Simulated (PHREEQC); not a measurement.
A solution holds 0.026 mol/kgw MnSO4, 0.05 mol/kgw CaCl2, 0.018 mol/kgw H2SO4 and 0.098 mol/kgw NaCl, at 25 °C. Closed to the air; pH follows from the charge balance.

Computed with PHREEQC (ion-association model, phreeqc.dat).

This is a speciation only: nothing precipitates in the calculation.

Task: Predict the pH.

Result: pH 1.73.

Task: In which forms is Ca present?

Result: Ca+2 81 %, CaSO4 17 %, CaHSO4+ 3.0 % of the Ca.

Saturation is exceeded, for instance for Gypsum; the values hold only as long as no solid forms.
